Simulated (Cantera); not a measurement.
An isothermal, constant-pressure homogeneous reactor starts with CH₄ : H₂O : H₂ = 1 : 1.9 : 0.44 (molar parts), at 1348 K and 2.80 bar. Integrator tolerance rtol = 1e-08.

Model: GRI-Mech 3.0 (53 species, 325 reactions), integrated in Cantera.

Q: What does this change do: temperature 1348 to 1248 K?

A: 
| quantity | before | after |
|---|---|---|
| x(CH₄) at 8.00 s | 0.211 (gas-phase equilibrium 8.54e-5) | 0.289 (gas-phase equilibrium 0.000435) |
| x(H₂O) at 8.00 s | 0.530 (gas-phase equilibrium 0.149) | 0.566 (gas-phase equilibrium 0.146) |
| x(H₂) at 8.00 s | 0.221 (gas-phase equilibrium 0.663) | 0.141 (gas-phase equilibrium 0.667) |
| x(CH₂CO) at 8.00 s | 5.87e-6 (gas-phase equilibrium 1.05e-10) | 3.08e-7 (gas-phase equilibrium 1.78e-10) |
| x(HO₂) at 8.00 s | <1e-12 (gas-phase equilibrium <1e-12) | <1e-12 (gas-phase equilibrium <1e-12) |
| x(HCO) at 8.00 s | 2.10e-11 (gas-phase equilibrium 1.68e-9) | <1e-12 (gas-phase equilibrium 5.64e-10) |
| x(CH₂O) at 8.00 s | 4.01e-7 (gas-phase equilibrium 1.44e-7) | 1.06e-7 (gas-phase equilibrium 1.46e-7) |

Q: What does this change do: pressure from 2.80 bar to 5.00 bar?

A: 
```json
[
 {"quantity": "x(CH₄) at 8.00 s", "before": "0.211 (gas-phase equilibrium 8.54e-5)", "after": "0.232 (gas-phase equilibrium 0.000271)"},
 {"quantity": "x(H₂O) at 8.00 s", "before": "0.530 (gas-phase equilibrium 0.149)", "after": "0.537 (gas-phase equilibrium 0.150)"},
 {"quantity": "x(H₂) at 8.00 s", "before": "0.221 (gas-phase equilibrium 0.663)", "after": "0.201 (gas-phase equilibrium 0.663)"},
 {"quantity": "x(CH₂CO) at 8.00 s", "before": "5.87e-6 (gas-phase equilibrium 1.05e-10)", "after": "3.59e-6 (gas-phase equilibrium 3.33e-10)"},
 {"quantity": "x(HO₂) at 8.00 s", "before": "<1e-12 (gas-phase equilibrium <1e-12)", "after": "<1e-12 (gas-phase equilibrium <1e-12)"},
 {"quantity": "x(HCO) at 8.00 s", "before": "2.10e-11 (gas-phase equilibrium 1.68e-9)", "after": "2.53e-11 (gas-phase equilibrium 2.25e-9)"},
 {"quantity": "x(CH₂O) at 8.00 s", "before": "4.01e-7 (gas-phase equilibrium 1.44e-7)", "after": "4.45e-7 (gas-phase equilibrium 2.56e-7)"}
]
```
